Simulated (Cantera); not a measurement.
# Equilibrium for iron carbonyl, mercury and lead vapours: Pb + H2

Input: 1 mol Pb, 7.5 mol H2, at 7.00 mbar.

Cantera equilibrium calculation (NASA polynomials, part measured and part estimated; ideal gas, pure solids and liquids). Candidate condensed phases: Pb; 4 gas species. The numbers say what is thermodynamically allowed, not how fast it happens.

From 700 °C to 900 °C the condensed part is Pb(l). From 950 °C to 1150 °C nothing is condensed. The main Pb-bearing gas is Pb throughout.

```json
[
 {"T (°C)": "700", "x H2": "0.999", "x Pb": "0.00125", "x H": "1.29e-8", "x Pb2": "2.60e-9", "n Pb(l)": "0.991"},
 {"T (°C)": "750", "x H2": "0.996", "x Pb": "0.00381", "x H": "4.94e-8", "x Pb2": "1.68e-8", "n Pb(l)": "0.971"},
 {"T (°C)": "800", "x H2": "0.990", "x Pb": "0.0104", "x H": "1.67e-7", "x Pb2": "9.06e-8", "n Pb(l)": "0.921"},
 {"T (°C)": "850", "x H2": "0.974", "x Pb": "0.0261", "x H": "5.02e-7", "x Pb2": "4.19e-7", "n Pb(l)": "0.799"},
 {"T (°C)": "900", "x H2": "0.940", "x Pb": "0.0603", "x H": "1.37e-6", "x Pb2": "1.69e-6", "n Pb(l)": "0.519"},
 {"T (°C)": "950", "x H2": "0.882", "x Pb": "0.118", "x H": "3.38e-6", "x Pb2": "5.01e-6", "n Pb(l)": "0"},
 {"T (°C)": "1000", "x H2": "0.882", "x Pb": "0.118", "x H": "8.01e-6", "x Pb2": "3.96e-6", "n Pb(l)": "0"},
 {"T (°C)": "1050", "x H2": "0.882", "x Pb": "0.118", "x H": "1.78e-5", "x Pb2": "3.19e-6", "n Pb(l)": "0"},
 {"T (°C)": "1100", "x H2": "0.882", "x Pb": "0.118", "x H": "3.74e-5", "x Pb2": "2.60e-6", "n Pb(l)": "0"},
 {"T (°C)": "1150", "x H2": "0.882", "x Pb": "0.118", "x H": "7.46e-5", "x Pb2": "2.16e-6", "n Pb(l)": "0"}
]
```
x: gas mole fraction; n: condensed amount in mol.
